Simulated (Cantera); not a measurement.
A closed system holds: 1 mol S, 0.52 mol H2O, 0.046 mol O2, at 0.000170 bar.

Method: chemical equilibrium by Gibbs-energy minimisation in Cantera with the NASA 1993 tables (ideal gas, pure condensed phases). Candidate condensed phases: H2O, H2SO4, S; 19 gas species. Gases not in the tables: S3 to S7. Kinetics and transport are ignored. All values below are at 552 °C.

Base state: H2O 0.434, S2 0.412, SO2 0.0804, H2S 0.0664, H2 0.00595, S2O 0.00107 (mole fractions); condensed: gas only.

**Question.** What changes in the equilibrium state with this change: O2 from 0.046 to 0.15 mol?

**Answer.** 
```tsv
species	before	after
H2O	0.434	0.433
S2	0.412	0.358
SO2	0.0804	0.161
H2S	0.0664	0.0422
H2	0.00595	0.00405
S2O	0.00107	0.00137
```

**Question.** What changes in the equilibrium state with this change: pressure from 0.000170 bar to 0.00133 bar?

**Answer.** 
| species | before | after |
|---|---|---|
| H2O | 0.434 | 0.412 |
| S2 | 0.412 | 0.395 |
| H2S | 0.0664 | 0.0949 |
| SO2 | 0.0804 | 0.0932 |
| H2 | 0.00595 | 0.00310 |
| S2O | 0.00107 | 0.00187 |
